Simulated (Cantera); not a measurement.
Feed: 1 mol PbO, 0.41 mol CO, 0.44 mol H2, at 1330 Pa.

Cantera equilibrium calculation (NASA polynomials, part measured and part estimated; ideal gas, pure solids and liquids). Candidate condensed phases: C, C6H6, C7H8, C8H18, H2O, Pb, PbO, PbO2, Pb3O4; 113 gas species. Equilibrium is a limit: real reactors are often held back by kinetics, nucleation or transport. All values below are at 775 K.

Base state: H2O 0.518, CO2 0.482, H2 2.87e-5 (mole fractions); condensed: Pb(l) + PbO(yellow).

Problem. What changes in the equilibrium state with this change: CO from 0.41 to 0.99 mol?

Solution. 
```json
[
 {"species": "CO2", "before": "0.482", "after": "0.560"},
 {"species": "H2", "before": "2.87e-5", "after": "0.168"},
 {"species": "H2O", "before": "0.518", "after": "0.140"},
 {"species": "CO", "before": "5.30e-6", "after": "0.133"},
 {"species": "CH4", "before": "<1e-9", "after": "7.34e-5"},
 {"species": "Pb(l), mol", "before": "0.850", "after": "1.000"},
 {"species": "PbO(yellow), mol", "before": "0.150", "after": "0"}
]
```
